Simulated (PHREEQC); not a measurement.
Synthetic water in mg/L, 25 °C, pH 3.58, pe 11.1:

```json
[
 {"constituent": "Na", "mg/L": "426"},
 {"constituent": "K", "mg/L": "1.55"},
 {"constituent": "Ca", "mg/L": "209"},
 {"constituent": "Mg", "mg/L": "19.2"},
 {"constituent": "Cl", "mg/L": "126"},
 {"constituent": "S(6) as SO4", "mg/L": "1360"},
 {"constituent": "N(5) as NO3", "mg/L": "1.97"},
 {"constituent": "Si as SiO2", "mg/L": "1.42"},
 {"constituent": "Zn", "mg/L": "3.09"}
]
```

Valence states are taken as typed.

Equilibrium calculation in PHREEQC: ion-association model, wateq4f.dat.

Precipitation was switched off in this run.

Predict the ionic strength, charge-balance error.

ionic strength 0.0419 mol/kgw; charge-balance error -1.4 %.

In which forms is Ca present?

Ca+2 65 %, CaSO4 35 % of the Ca.
